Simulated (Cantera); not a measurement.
What does this Cantera script print?

```python
import numpy as np
import cantera as ct

gas_names = [...]  # 139 gases of nasa_gas.yaml made of C, H, N, O, Pb
cond_names = """
    C(gr) C6H6(L) C7H8(L) C8H18(L),n-octa H2O(s) H2O(L) Pb(cr) Pb(L) PbO(rd) PbO(yw) PbO(L) PbO2(s)
    Pb3O4(s)
""".split()


# ... load() reads the species with a 1 bar reference pressure and builds the phases ...
atoms = {
    'PbO': {'Pb': 1, 'O': 1},
    'CH4': {'C': 1, 'H': 4},
    'N2': {'N': 2},
}
top_T = {'C(gr)': 4500, 'Pb3O4(s)': 820}  # K; cautious upper limits of use, not melting points


# ... equilibrate(T, P, feed) seeds the gas with the atoms and calls Mixture.equilibrate('TP', solver="vcs", rtol=1e-11, max_steps=5000) ...
results = []
feed = {'PbO': 1, 'CH4': 2, 'N2': 0.11}  # mol
P = 100000  # Pa
for T in [1898, 1948, 1998, 2048, 2098, 2148, 2198, 2248, 2298, 2348, 2398, 2448, 2498, 2548]:
    mix = equilibrate(T, P, feed)
    results.append((T, P, feed, dict(zip(mix.species_names, mix.species_moles))))
    x = sorted(zip(gas.X, gas.species_names), reverse=True)
    print(f"T = {T:g} K  P = {P:g} Pa  gas = {mix.phase_moles(0):.4g} mol")
    print("   x: " + "  ".join(f"{s} {v:.3e}" for v, s in x if v > 0.0001))
    print("   condensed (mol): " + ("  ".join(f"{mix.phase(i).name} {mix.phase_moles(i):.4g}"
          for i in range(1, mix.n_phases) if mix.phase_moles(i) > 1e-12) or "none"))
```

Output:

```
T = 1898 K  P = 100000 Pa  gas = 6.109 mol
   x: H2 6.531e-01  CO 1.637e-01  Pb 1.634e-01  N2 1.746e-02  HCN 1.031e-03  H 6.317e-04  C2H2,acetylene 2.457e-04  CH4 2.412e-04  Pb2 1.597e-04
   condensed (mol): C(gr) 0.989
T = 1948 K  P = 100000 Pa  gas = 6.11 mol
   x: H2 6.527e-01  CO 1.636e-01  Pb 1.634e-01  N2 1.733e-02  HCN 1.271e-03  H 9.129e-04  C2H2,acetylene 3.518e-04  CH4 2.084e-04  Pb2 1.439e-04
   condensed (mol): C(gr) 0.9863
T = 1998 K  P = 100000 Pa  gas = 6.112 mol
   x: H2 6.521e-01  CO 1.636e-01  Pb 1.634e-01  N2 1.718e-02  HCN 1.548e-03  H 1.295e-03  C2H2,acetylene 4.943e-04  CH4 1.815e-04  Pb2 1.303e-04
   condensed (mol): C(gr) 0.9829
T = 2048 K  P = 100000 Pa  gas = 6.114 mol
   x: H2 6.513e-01  CO 1.636e-01  Pb 1.633e-01  N2 1.700e-02  HCN 1.866e-03  H 1.807e-03  C2H2,acetylene 6.828e-04  CH4 1.590e-04  Pb2 1.184e-04  HNC 1.154e-04
   condensed (mol): C(gr) 0.9785
T = 2098 K  P = 100000 Pa  gas = 6.116 mol
   x: H2 6.504e-01  CO 1.635e-01  Pb 1.633e-01  N2 1.680e-02  H 2.482e-03  HCN 2.226e-03  C2H2,acetylene 9.282e-04  HNC 1.498e-04  CH4 1.402e-04  Pb2 1.081e-04
   condensed (mol): C(gr) 0.9732
T = 2148 K  P = 100000 Pa  gas = 6.119 mol
   x: H2 6.491e-01  CO 1.634e-01  Pb 1.632e-01  N2 1.657e-02  H 3.358e-03  HCN 2.629e-03  C2H2,acetylene 1.243e-03  HNC 1.918e-04  CH4 1.243e-04
   condensed (mol): C(gr) 0.9667
T = 2198 K  P = 100000 Pa  gas = 6.122 mol
   x: H2 6.475e-01  CO 1.633e-01  Pb 1.632e-01  N2 1.631e-02  H 4.481e-03  HCN 3.076e-03  C2H2,acetylene 1.641e-03  HNC 2.423e-04  CH4 1.107e-04
   condensed (mol): C(gr) 0.9588
T = 2248 K  P = 100000 Pa  gas = 6.127 mol
   x: H2 6.456e-01  CO 1.632e-01  Pb 1.630e-01  N2 1.602e-02  H 5.903e-03  HCN 3.568e-03  C2H2,acetylene 2.139e-03  HNC 3.024e-04
   condensed (mol): C(gr) 0.9493
T = 2298 K  P = 100000 Pa  gas = 6.132 mol
   x: H2 6.432e-01  CO 1.631e-01  Pb 1.629e-01  N2 1.570e-02  H 7.681e-03  HCN 4.104e-03  C2H2,acetylene 2.752e-03  HNC 3.730e-04
   condensed (mol): C(gr) 0.9379
T = 2348 K  P = 100000 Pa  gas = 6.139 mol
   x: H2 6.403e-01  CO 1.629e-01  Pb 1.627e-01  N2 1.535e-02  H 9.881e-03  HCN 4.681e-03  C2H2,acetylene 3.499e-03  HNC 4.549e-04
   condensed (mol): C(gr) 0.9246
T = 2398 K  P = 100000 Pa  gas = 6.148 mol
   x: H2 6.368e-01  CO 1.627e-01  Pb 1.625e-01  N2 1.497e-02  H 1.257e-02  HCN 5.298e-03  C2H2,acetylene 4.399e-03  HNC 5.488e-04
   condensed (mol): C(gr) 0.9089
T = 2448 K  P = 100000 Pa  gas = 6.158 mol
   x: H2 6.327e-01  CO 1.624e-01  Pb 1.623e-01  H 1.583e-02  N2 1.456e-02  HCN 5.950e-03  C2H2,acetylene 5.471e-03  HNC 6.554e-04
   condensed (mol): C(gr) 0.8906
T = 2498 K  P = 100000 Pa  gas = 6.17 mol
   x: H2 6.277e-01  CO 1.621e-01  Pb 1.620e-01  H 1.975e-02  N2 1.412e-02  C2H2,acetylene 6.734e-03  HCN 6.633e-03  HNC 7.749e-04
   condensed (mol): C(gr) 0.8695
T = 2548 K  P = 100000 Pa  gas = 6.185 mol
   x: H2 6.220e-01  CO 1.617e-01  Pb 1.616e-01  H 2.439e-02  N2 1.365e-02  C2H2,acetylene 8.205e-03  HCN 7.341e-03  HNC 9.074e-04
   condensed (mol): C(gr) 0.8452
```

These are equilibrium values from Cantera (NASA tables, ideal gas, pure condensed phases), not measurements of a reactor.
